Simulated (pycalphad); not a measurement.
Source of the numbers: pycalphad with the COST 507 light-alloy database (1999); pressure 1 atm. The data set is of 1999 and partly superseded.

Molar enthalpy of Si-62.4Al (at.%) in equilibrium (SER reference):

| T (°C) | H (kJ/mol) | phases |
|---|---|---|
| 2077 | 82.44 | LIQUID |
| 1997 | 80.03 | LIQUID |
| 1917 | 77.63 | LIQUID |
| 1837 | 75.23 | LIQUID |
| 1757 | 72.82 | LIQUID |
| 1677 | 70.42 | LIQUID |
| 1597 | 68.02 | LIQUID |
| 1517 | 65.61 | LIQUID |
| 1437 | 63.21 | LIQUID |
| 1357 | 60.81 | LIQUID |
| 1277 | 58.40 | LIQUID |
| 1197 | 55.99 | LIQUID |
| 1117 | 53.58 | LIQUID |
| 1037 | 51.17 | LIQUID |
| 997 | 49.97 | LIQUID |
| 957 | 48.77 | LIQUID |
| 877 | 43.59 | LIQUID + DIAMOND_A4 |
| 797 | 37.51 | LIQUID + DIAMOND_A4 |
| 717 | 32.29 | LIQUID + DIAMOND_A4 |
| 637 | 27.72 | LIQUID + DIAMOND_A4 |
| 557 | 14.30 | FCC_A1 + DIAMOND_A4 |
| 517 | 13.03 | FCC_A1 + DIAMOND_A4 |
| 477 | 11.81 | FCC_A1 + DIAMOND_A4 |
| 397 | 9.48 | FCC_A1 + DIAMOND_A4 |
| 317 | 7.28 | FCC_A1 + DIAMOND_A4 |
| 237 | 5.17 | FCC_A1 + DIAMOND_A4 |

Cooling from 957 °C to 557 °C, across the freezing range, releases 34.5 kJ/mol, or 1260 J/g. The slope is 30 J/(mol K) in the liquid and 32 J/(mol K) just below the solidus, where it includes any heat of precipitation. Liquidus 925 °C, solidus 577 °C. Changes were sought between steps of 40 K, so a narrower field can be missed.

FCC_A1 is fcc; DIAMOND_A4 is diamond (Si).
